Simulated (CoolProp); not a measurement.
Cyclopentane along the isobar 6.75 MPa: density (kg/m³) from the reference equation and from simpler models built on Tc = 511.7 K, pc = 4.583 MPa, ω = 0.202; each cubic takes its own stable root.

Values from CoolProp's reference Helmholtz-energy equation of state, Gedanitz 2015.

```csv
T (K),phase,reference
409.3,liquid,629.4
423.4,liquid,611.8
437.4,liquid,593.3
451.5,liquid,573.4
465.6,liquid,551.8
479.6,liquid,528.0
493.7,liquid,500.4
507.8,liquid,466.6
521.9,supercritical,420.0
535.9,supercritical,341.1
550,supercritical,244.9
```

How far does each simpler model (van der Waals, Redlich-Kwong, Soave-Redlich-Kwong, Peng-Robinson) lie from the reference over these 11 states: mean and median of the absolute difference, and the worst?


- van der Waals: mean 27.7 %, median 31.8 %, worst -33.5 % at 409.3 K and 6.75 MPa
- Redlich-Kwong: mean 9.9 %, median 9.7 %, worst -14.3 % at 521.9 K and 6.75 MPa
- Soave-Redlich-Kwong: mean 9.7 %, median 8.4 %, worst -15.7 % at 521.9 K and 6.75 MPa
- Peng-Robinson: mean 4.6 %, median 4.6 %, worst -7.8 % at 535.9 K and 6.75 MPa
